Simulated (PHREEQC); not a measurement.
A column of 1 m (30 cells, dispersivity 0.05 m, 300 s a shift, diffusion coefficient 3e-10 m²/s) holds 0.002 eq of the database's cation exchanger X per kg of pore water, first in equilibrium with 45 mmol/kgw KBr, 32 mmol/kgw ZnSO4, 6.5 mmol/kgw CaCl2 and 0.01 mmol/kgw HCl. It is flushed with 0.0018 mol/kgw KBr and 1e-05 mol/kgw HCl, at 25 °C. Values are for the last cell. The system is closed to CO2. No solid was allowed to form.

Base run: PHREEQC, ion-association model, phreeqc.dat. Each further column changes one thing. The table gives Ca in solution (mol/kgw).

```json
[
 {"pore volumes": "0", "base": "0.00650", "exchange capacity from 0.002 to 0.001 eq/kgw": "0.00650", "dispersivity from 0.05 to 0.1 m": "0.00650"},
 {"pore volumes": "0.85", "base": "0.00414", "exchange capacity from 0.002 to 0.001 eq/kgw": "(withheld)", "dispersivity from 0.05 to 0.1 m": "0.00367"},
 {"pore volumes": "1.683", "base": "0.000217", "exchange capacity from 0.002 to 0.001 eq/kgw": "(withheld)", "dispersivity from 0.05 to 0.1 m": "0.000471"},
 {"pore volumes": "2.517", "base": "2.76e-5", "exchange capacity from 0.002 to 0.001 eq/kgw": "(withheld)", "dispersivity from 0.05 to 0.1 m": "(withheld)"},
 {"pore volumes": "3.35", "base": "1.57e-5", "exchange capacity from 0.002 to 0.001 eq/kgw": "9.90e-6", "dispersivity from 0.05 to 0.1 m": "2.18e-5"},
 {"pore volumes": "4.183", "base": "1.12e-5", "exchange capacity from 0.002 to 0.001 eq/kgw": "(withheld)", "dispersivity from 0.05 to 0.1 m": "1.38e-5"},
 {"pore volumes": "5.017", "base": "8.67e-6", "exchange capacity from 0.002 to 0.001 eq/kgw": "4.95e-6", "dispersivity from 0.05 to 0.1 m": "1.03e-5"}
]
```

Q: Some entries are withheld; supply them.

A: 
- 0.85, exchange capacity from 0.002 to 0.001 eq/kgw: 0.00416
- 1.683, exchange capacity from 0.002 to 0.001 eq/kgw: 0.000219
- 2.517, exchange capacity from 0.002 to 0.001 eq/kgw: 2.06e-5
- 2.517, dispersivity from 0.05 to 0.1 m: 6.10e-5
- 4.183, exchange capacity from 0.002 to 0.001 eq/kgw: 6.61e-6
